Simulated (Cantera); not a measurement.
Charge: 1 mol CuO, 0.46 mol C, 0.2 mol H2, equilibrated at 17.0 mbar.

Method: chemical equilibrium by Gibbs-energy minimisation in Cantera with the NASA 1993 tables (ideal gas, pure condensed phases). Candidate condensed phases: C, C6H6, C7H8, C8H18, Cu, CuO, Cu(OH)2, Cu2O, H2O; 113 gas species. Equilibrium is a limit: real reactors are often held back by kinetics, nucleation or transport.

log p: log10 of the partial pressure in bar; n: condensed amount in mol.

```csv
T (K),log p Cu,log p CO2,log p H2O,log p CO,log p H2,log p O2,n Cu(l)
1948,-2.58,-2.12,-2.39,-2.63,-3.55,-5.12,0.879
1973,-2.48,-2.14,-2.42,-2.65,-3.58,-4.94,0.837
1998,-2.37,-2.17,-2.45,-2.68,-3.61,-4.76,0.779
2023,-2.27,-2.21,-2.49,-2.71,-3.65,-4.60,?
2048,-2.18,-2.27,-2.54,-2.76,-3.71,-4.44,?
2073,-2.08,-2.35,-2.62,-2.82,-3.78,-4.31,?
2098,-2.00,-2.46,-2.73,-2.90,-3.87,-4.20,0
2123,-2.00,-2.47,-2.74,-2.89,-3.86,-4.08,0
2148,-2.00,-2.48,-2.74,-2.87,-3.84,-3.97,0
2173,-2.00,-2.49,-2.75,-2.86,-3.83,-3.87,0
2198,-2.00,-2.50,-2.75,-2.84,-3.81,-3.78,0
2223,-2.00,-2.51,-2.76,-2.82,-3.79,-3.69,0
```

Question: What belongs in the gaps?

Answer: 
- 2023, n Cu(l): 0.694
- 2048, n Cu(l): 0.566
- 2073, n Cu(l): 0.355
